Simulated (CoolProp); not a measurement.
Vapour-liquid equilibrium of n-hexane (1) + n-decane (2) at 173.85 °C; x and y are mole fractions of (1).

Model: multi-fluid Helmholtz-energy mixture model, Thol 2019 and Lemmon 2006; pair parameters Kunz 2012, in CoolProp.

Task: Give the bubble pressure and the first vapour's composition at x = 0.35, 0.65, 0.8. Is there an azeotrope?

Result: x = 0.35: 0.4099 MPa, y = 0.812; x = 0.65: 0.7263 MPa, y = 0.932; x = 0.8: 0.9043 MPa, y = 0.965. No azeotrope shows between x = 0.05 and 0.95.

Pair parameters are fitted to limited data, so mixtures are less certain than the pure fluids.
